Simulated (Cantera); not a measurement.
Input: 1 mol Al2O3, 9.6 mol N2, equilibrated at 3.70 bar.

Equilibrium computed with Cantera from the NASA thermochemical tables; the gas is ideal and each condensed phase is pure. Candidate condensed phases: Al, AlN, Al2O3; 16 gas species. The numbers say what is thermodynamically allowed, not how fast it happens. All values below are at 2275 °C.

Base state: N2 1.000, NO 1.58e-5 (mole fractions); condensed: Al2O3(l).

Task: What changes in the equilibrium state with this change: pressure from 3.70 bar to 4.40 mbar?

Result: 
```json
[
 {"species": "N2", "before": "1.000", "after": "0.990"},
 {"species": "O", "before": "2.45e-6", "after": "0.00412"},
 {"species": "Al", "before": "8.93e-6", "after": "0.00265"},
 {"species": "O2", "before": "6.63e-8", "after": "0.000224"},
 {"species": "AlO", "before": "2.38e-6", "after": "0.00141"},
 {"species": "Al2O2", "before": "2.61e-8", "after": "1.10e-5"},
 {"species": "Al2O3(l), mol", "before": "1.000", "after": "0.976"}
]
```
